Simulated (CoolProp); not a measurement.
A Linde-Hampson liquefier for methane: isothermal reversible compression at 200 K from 1 atm to 10 MPa, throttling to 1 atm, return gas leaving the recuperator 2 K below the feed. Each further row changes one setting.

The numbers come from the reference Helmholtz-energy equation of state, Setzmann 1991 in CoolProp.

| case | liquid yield per pass | compression work (kJ/kg of gas) |
|---|---|---|
| as stated | … | 393 |
| high pressure 20 MPa | … | 427 |
| warm-end temperature 230 K | … | … |
| warm-end gap 7 K | … | 393 |

Q: Complete the blanks.

A: 
- as stated, liquid yield per pass: 0.483
- high pressure 20 MPa, liquid yield per pass: 0.510
- warm-end temperature 230 K, liquid yield per pass: 0.279
- warm-end temperature 230 K, compression work (kJ/kg of gas): 494
- warm-end gap 7 K, liquid yield per pass: 0.475
